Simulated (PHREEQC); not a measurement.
**Brine: speciation**

A solution holds 1.3 mol/kgw MgCl2, at 38 °C. Closed to the air; pH follows from the charge balance.

Model: Pitzer model, pitzer.dat, run in PHREEQC.

This is a speciation only: nothing precipitates in the calculation.

Q: Predict the activity of water, osmotic coefficient, density.

A: activity of water 0.919; osmotic coefficient 1.200; density 1.086 g/cm³.

Complexes and solids missing from the database can't appear. Constants without temperature data keep their 25 °C values here.
